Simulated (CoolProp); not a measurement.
A simple Rankine cycle with the fluoroketone C6F12O (FK-5-1-12): condensing at 294.15 K, boiler at 1.46 MPa, turbine inlet 499 K, turbine efficiency 0.6, pump efficiency 0.7, no recuperator. Each further row changes one setting.

Values from CoolProp's reference Helmholtz-energy equation of state, McLinden 2015.

```tsv
case	thermal efficiency (%)	net work (kJ/kg)	heat in (kJ/kg)	turbine exit temperature (K)	volume ratio over the turbine
as stated	…	25.2	281	464.3	48.7
condensing temperature 286.15 K	9.6	27.7	290	461.8	69.5
boiler pressure 1.02 MPa	…	23.6	285	…	32.1
turbine efficiency 0.5	7.4	…	281	468.6	…
```

Problem. What belongs in the gaps?

Solution. 
- as stated, thermal efficiency (%): 9.0
- boiler pressure 1.02 MPa, thermal efficiency (%): 8.3
- boiler pressure 1.02 MPa, turbine exit temperature (K): 469.5
- turbine efficiency 0.5, net work (kJ/kg): 20.8
- turbine efficiency 0.5, volume ratio over the turbine: 49.1
